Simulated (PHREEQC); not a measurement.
A made-up water analysis in mmol/kgw, 65 °C, pH 2.64, pe 12.6:

```csv
constituent,mmol/kgw
Na,1.89
K,1.85
Ca,1.17
Mg,0.892
Cl,1.58
S(6),5.48
Cu(2),0.0532
N(5),0.00251
Br,0.00119
```

Na is adjusted to close the charge balance.
Valence states are taken as typed.

Model: ion-association model, phreeqc.dat, run in PHREEQC.

No solid was allowed to form.

**Question.** What ionic strength, specific conductance does the model give?

**Answer.** ionic strength 0.0146 mol/kgw; specific conductance 3740 µS/cm.

**Question.** In which forms is Ca present?

**Answer.** Ca+2 77 %, CaSO4 22 %, CaHSO4+ 0.8 % of the Ca.

Away from 25 °C the constants follow the database's enthalpies or fits; those with neither stay at their 25 °C values.
